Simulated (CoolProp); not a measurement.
A single-stage vapour-compression cycle with the fluid: evaporating at 321.15 K (dew point), condensing at 341.15 K (bubble point), superheat 10 K, subcooling 5 K, compressor efficiency 0.8, no pressure losses. The same conditions are run with several fluids, on thermodynamics alone (safety and materials aside).

Computed with CoolProp (reference Helmholtz-energy equation of state of each fluid (R11: Jacobsen 1992; n-butane: Bücker 2006; chlorine: Thol 2021; water: Wagner 2002; R227EA: Lemmon 2016; R1336mzz(Z): McLinden 2020)).

```json
[
 {"fluid": "R11", "cooling COP": "12.3", "pressure ratio": "1.74", "discharge temperature (K)": "356.0", "refrigerating effect (kJ/kg)": "165", "volumetric capacity (kJ/m³)": "1940"},
 {"fluid": "n-butane", "cooling COP": "12.1", "pressure ratio": "1.64", "discharge temperature (K)": "349.7", "refrigerating effect (kJ/kg)": "316", "volumetric capacity (kJ/m³)": "3510"},
 {"fluid": "chlorine", "cooling COP": "11.5", "pressure ratio": "1.55", "discharge temperature (K)": "375.5", "refrigerating effect (kJ/kg)": "219", "volumetric capacity (kJ/m³)": "9050"},
 {"fluid": "water", "cooling COP": "11.7", "pressure ratio": "2.56", "discharge temperature (K)": "436.8", "refrigerating effect (kJ/kg)": "2340", "volumetric capacity (kJ/m³)": "172"},
 {"fluid": "R227EA", "cooling COP": "11.3", "pressure ratio": "1.63", "discharge temperature (K)": "347.8", "refrigerating effect (kJ/kg)": "87.6", "volumetric capacity (kJ/m³)": "5790"},
 {"fluid": "R1336mzz(Z)", "cooling COP": "12.3", "pressure ratio": "1.84", "discharge temperature (K)": "347.2", "refrigerating effect (kJ/kg)": "148", "volumetric capacity (kJ/m³)": "1580"}
]
```
